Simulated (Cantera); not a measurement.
Input: 1 mol CH4, 0.049 mol NH3, 8.1 mol H2, held at 2.70 bar.

These are equilibrium values from Cantera (NASA tables, ideal gas, pure condensed phases), not measurements of a reactor. Candidate condensed phases: C, C6H6, C7H8, C8H18; 110 gas species. Ions and electrons are included (thermal ionisation). Rates play no part. All values below are at 4000 K.

Base state: H 0.592, H2 0.372, C2H2 (acetylene) 0.0113, C2H 0.00875, C 0.00546, C3 0.00416, C2 0.00215, HCN 0.00166 (mole fractions); condensed: gas only.

Q: What changes in the equilibrium state with this change: pressure from 2.70 bar to 0.133 bar?

A: 
```
species              before     after
-----------------  --------  --------
H                     0.592     0.915
H2                    0.372    0.0439
C                   0.00546    0.0319
C2H2 (acetylene)     0.0113  0.000111
C4H2               0.000141   1.15e-7
CH3                 6.28e-5   1.63e-7
C2H2 (vinylidene)  0.000193   1.90e-6
CH2                0.000259   8.82e-6
```

Q: What changes in the equilibrium state with this change: 0.039 mol H2S added?

A: 
| species | before | after |
|---|---|---|
| H | 0.592 | 0.591 |
| H2 | 0.372 | 0.371 |
| C2H2 (acetylene) | 0.0113 | 0.0108 |
| CS | 0 | 0.00205 |
| S | 0 | 0.000430 |
| SH | 0 | 0.000120 |
| C5 | 4.10e-5 | 3.76e-5 |
Further candidate phases: S.

Q: What changes in the equilibrium state with this change: pressure from 2.70 bar to 23.0 bar?

A: 
```csv
species,before,after
H2,0.372,0.681
H,0.592,0.274
C2H2 (acetylene),0.0113,0.0297
C2H4,3.06e-7,1.26e-5
CH4,3.31e-6,0.000114
C3H3 (propargyl),3.64e-6,4.56e-5
C2H3 (vinyl),6.36e-6,6.64e-5
CH3,6.28e-5,0.000546
```
